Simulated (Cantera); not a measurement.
Feed: 1 mol Hg, 1.2 mol O₂, 1.4 mol H₂, at 1.00 bar.

Cantera equilibrium calculation (NASA polynomials, part measured and part estimated; ideal gas, pure solids and liquids). Candidate condensed phases: H₂O, Hg, HgO; 10 gas species. Equilibrium is a limit: real reactors are often held back by kinetics, nucleation or transport.

At 650 K, list the 3 most abundant gas species with their mole fractions, and the condensed phases.

H₂O 0.826, Hg 0.116, O₂ 0.0581. Condensed: HgO(s).
